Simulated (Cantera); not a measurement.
Input: 1 mol SiH4, 0.17 mol HCl, 4.6 mol H2, at 1725 K and 0.100 bar.

Method: chemical equilibrium by Gibbs-energy minimisation in Cantera with the NASA 1993 tables (ideal gas, pure condensed phases). Candidate condensed phases: Si; 19 gas species. Gases not in the tables: Si2H6 and higher silanes. Equilibrium is a limit: real reactors are often held back by kinetics, nucleation or transport.

Base state: H2 0.976, HCl 0.0217, SiCl2 0.00167, H 0.000580, SiH2 1.68e-5, Si 1.02e-5 (mole fractions); condensed: Si(l).

Question: What changes in the equilibrium state with this change: HCl from 0.17 to 0.5 mol?

Answer: 
| species | before | after |
|---|---|---|
| H2 | 0.976 | 0.939 |
| HCl | 0.0217 | 0.0509 |
| SiCl2 | 0.00167 | 0.00952 |
| SiCl3 | 8.26e-6 | 0.000113 |
| Cl | 1.00e-5 | 2.39e-5 |
| SiCl | 9.72e-6 | 2.32e-5 |
| Si(l), mol | 0.988 | 0.931 |
The tables' values for SiCl3, SiCl are old estimates; treat these amounts as uncertain.

Question: What changes in the equilibrium state with this change: pressure from 0.100 bar to 2.20 mbar?

Answer: 
```json
[
 {"species": "H2", "before": "0.976", "after": "0.972"},
 {"species": "HCl", "before": "0.0217", "after": "0.0216"},
 {"species": "H", "before": "0.000580", "after": "0.00390"},
 {"species": "Si", "before": "1.02e-5", "after": "0.000461"},
 {"species": "SiCl2", "before": "0.00167", "after": "0.00166"},
 {"species": "SiH", "before": "4.53e-6", "after": "3.05e-5"},
 {"species": "SiCl", "before": "9.72e-6", "after": "6.53e-5"},
 {"species": "Cl", "before": "1.00e-5", "after": "6.72e-5"},
 {"species": "SiH2", "before": "1.68e-5", "after": "1.68e-5"},
 {"species": "Si(l), mol", "before": "0.988", "after": "0.985"}
]
```
The tables' values for SiCl are old estimates; treat these amounts as uncertain.
